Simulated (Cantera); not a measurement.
**Ignition delay**

Mixture: 7.19 % CH₃OH, 17.7 % O₂, 66.5 % N₂, 8.63 % H₂O, equivalence ratio 0.61, at 2480 Torr, adiabatic and at constant pressure. Ignition delay is the time to a rise of 400 K.

Computed with Cantera and GRI-Mech 3.0 (53 species, 325 reactions). GRI-Mech 3.0 was tuned for natural gas; its chemistry of methanol as a main component is partial and can be far from experiment.

| T0 (K) | delay (ms) |
|---|---|
| 1098 | 21.3 |
| 1173 | 5.16 |
| 1248 | 1.51 |
| 1323 | 0.520 |
| 1398 | 0.208 |
| 1473 | 0.0942 |
| 1548 | 0.0475 |
| 1623 | 0.0263 |
| 1698 | 0.0159 |

The apparent activation energy between 1548 and 1698 K is 160 kJ/mol.
